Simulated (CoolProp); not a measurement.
CH2F2 (R32) along the isotherm 161.85 °C: density (kg/m³) from the reference equation and from simpler models built on Tc = 78.1 °C, pc = 57.83 bar, ω = 0.277; each cubic takes its own stable root.

Computed with CoolProp (reference Helmholtz-energy equation of state, Tillner-Roth 1997).

```tsv
p (bar)	phase	reference
57.8	gas	101.9
116	supercritical	261.1
173	supercritical	445.4
231	supercritical	575.2
289	supercritical	657.3
347	supercritical	714.9
405	supercritical	758.9
463	supercritical	794.4
520	supercritical	823.6
578	supercritical	849.3
```

### Question
How far does each simpler model (ideal gas, van der Waals, Redlich-Kwong, Soave-Redlich-Kwong) lie from the reference over these 10 states: mean and median of the absolute difference, and the worst?

### Answer
- ideal gas: mean 25.8 %, median 26.7 %, worst -44.1 % at 161.85 °C and 173 bar
- van der Waals: mean 21.8 %, median 26.6 %, worst -31.9 % at 161.85 °C and 578 bar
- Redlich-Kwong: mean 11.6 %, median 15.2 %, worst -15.8 % at 161.85 °C and 520 bar
- Soave-Redlich-Kwong: mean 17.2 %, median 19.2 %, worst -20.9 % at 161.85 °C and 231 bar
